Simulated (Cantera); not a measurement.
Input: 1 mol TiC, 0.41 mol C, 0.15 mol H2, at 6000 Pa.

Method: chemical equilibrium by Gibbs-energy minimisation in Cantera with the NASA 1993 tables (ideal gas, pure condensed phases). Candidate condensed phases: C, C6H6, C7H8, C8H18, Ti, TiC; 89 gas species. Ions and electrons are included (thermal ionisation). TiC: taken at fixed stoichiometry. Kinetics and transport are ignored.

Q: Which condensed phases are stable at each of these points (T (K)): 2000, 2500, 3000, 3500, 4000, 4500, 5000?

A: 
```tsv
T (K)	condensed phases	Ti condensed (%)
2000	C(graphite) + TiC(s)	100.0
2500	C(graphite) + TiC(s)	100.0
3000	C(graphite) + TiC(s)	99.9
3500	TiC(l)	89.3
4000	gas only	0.0
4500	gas only	0.0
5000	gas only	0.0
```

From 2000 K to 3000 K the condensed part is C(graphite) + TiC(s). At 3500 K the condensed part is TiC(l). From 4000 K to 5000 K nothing is condensed.
